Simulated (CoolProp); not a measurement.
Saturation properties of dimethyl carbonate (Tc = 283.9 °C, pc = 4909 kPa, ω = 0.346).

Values from CoolProp's reference Helmholtz-energy equation of state, Zhou 2011.

```csv
T (°C),p (kPa),liquid cp (kJ/(kg K)),surface tension (mN/m)
71.25,53.40,1.914,21.6
81.75,77.06,1.938,(withheld)
92.25,108.4,1.964,18.7
102.65,148.7,1.991,17.3
113.15,200.6,2.019,15.9
123.55,264.8,2.050,14.6
134.05,344.7,2.081,13.3
144.45,441.0,(withheld),12.0
154.95,557.9,2.150,(withheld)
165.45,697.1,2.188,9.59
```

Task: Fill in the missing entries.

Result: 
- 81.75, surface tension (mN/m): 20.2
- 144.45, liquid cp (kJ/(kg K)): 2.115
- 154.95, surface tension (mN/m): 10.8

It boils at 90.1 °C under 1 atm.

Surface tension comes from a separate correlation (Mulero 2014).
